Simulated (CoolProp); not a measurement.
R152A at several states: fugacity coefficient from the reference equation and from simpler models built on Tc = 386.4 K, pc = 45.17 bar, ω = 0.275; each cubic takes its own stable root.

Model: reference Helmholtz-energy equation of state, Outcalt 1996, in CoolProp. It is a modified Benedict-Webb-Rubin equation, recast in Helmholtz form.

```tsv
T (K)	p (bar)	phase	reference	van der Waals	Redlich-Kwong	Soave-Redlich-Kwong	Peng-Robinson
224.7	61	liquid	…	0.07015	0.01357	0.005968	…
292.5	59.7	liquid	0.08791	…	0.1322	0.09376	0.09035
332.9	17.1	liquid	…	0.8397	0.8059	0.7307	0.7128
```

### Question
Some entries are withheld; supply them.

### Answer

- 224.7, reference: 0.005895
- 224.7, Peng-Robinson: 0.005983
- 292.5, van der Waals: 0.2367
- 332.9, reference: 0.6985

At some of these states van der Waals, Redlich-Kwong gives the other phase, because its saturation line lies elsewhere.
